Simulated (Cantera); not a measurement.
A closed system holds: 1 mol Cu, 0.67 mol H2O, 1.4 mol CO, at 948.15 K and 1.00 bar.

Cantera equilibrium calculation (NASA polynomials, part measured and part estimated; ideal gas, pure solids and liquids). Candidate condensed phases: C, C6H6, C7H8, C8H18, Cu, CuO, Cu(OH)2, Cu2O, H2O; 113 gas species. Kinetics and transport are ignored.

Base state: CO 0.398, CO2 0.276, H2 0.230, H2O 0.0881, CH4 0.00903 (mole fractions); condensed: C(graphite) + Cu(s).

Task: What changes in the equilibrium state with this change: temperature from 948.15 K to 773.15 K?

Result: 
```json
[
 {"species": "CO2", "before": "0.276", "after": "0.535"},
 {"species": "H2O", "before": "0.0881", "after": "0.267"},
 {"species": "H2", "before": "0.230", "after": "0.120"},
 {"species": "CO", "before": "0.398", "after": "0.0469"},
 {"species": "CH4", "before": "0.00903", "after": "0.0304"},
 {"species": "C(graphite), mol", "before": "0.0383", "after": "0.484"},
 {"species": "Cu(s), mol", "before": "1.00", "after": "1.00"}
]
```

Task: What changes in the equilibrium state with this change: CO from 1.4 to 2.9 mol?

Result: 
```
species            before    after
----------------  -------  -------
CO                  0.398    0.441
CO2                 0.276    0.340
H2                  0.230    0.151
H2O                0.0881   0.0642
CH4               0.00903  0.00388
C(graphite), mol   0.0383    0.535
Cu(s), mol           1.00     1.00
```

Task: What changes in the equilibrium state with this change: temperature from 948.15 K to 1950 K?

Result: 
| species | before | after |
|---|---|---|
| CO | 0.398 | 0.528 |
| H2O | 0.0881 | 0.177 |
| CO2 | 0.276 | 0.146 |
| H2 | 0.230 | 0.146 |
| Cu | <1e-9 | 0.00267 |
| CH4 | 0.00903 | <1e-9 |
| H | <1e-9 | 0.000438 |
| OH | <1e-9 | 4.82e-5 |
| C(graphite), mol | 0.0383 | 0 |
| Cu(s), mol | 1.00 | 0 |
| Cu(l), mol | 0 | 0.994 |
